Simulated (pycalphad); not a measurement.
CALPHAD calculation (pycalphad, COST 507 light-alloy database (1999)), 1 atm. The database dates from 1999; later assessments differ in places, in temperatures and in the compounds included.

Question: How does the equilibrium phase assembly of Si-72.3Al-5.6Fe (at.%) change on cooling from 2250 K to 525 K?

Answer: 
| T (K) | phases above | phases below |
|---|---|---|
| 1072.7 | LIQUID | ALFESI_DELTA + LIQUID |
| 940.6 | ALFESI_DELTA + LIQUID | ALFESI_DELTA + DIAMOND_A4 + LIQUID |
| 881.4 | ALFESI_DELTA + DIAMOND_A4 + LIQUID | ALFESI_BETA + DIAMOND_A4 + LIQUID |
| 848.9 | ALFESI_BETA + DIAMOND_A4 + LIQUID | ALFESI_BETA + DIAMOND_A4 + FCC_A1 |
Changes were sought between steps of 75 K, so a narrower field can be missed.

Database names, with the compositions (at.%) that they take in these runs: ALFESI_DELTA: Al 55 Si 30 Fe 15; ALFESI_BETA: Al 70 Si 15 Fe 15. FCC_A1 is fcc; DIAMOND_A4 is diamond (Si).
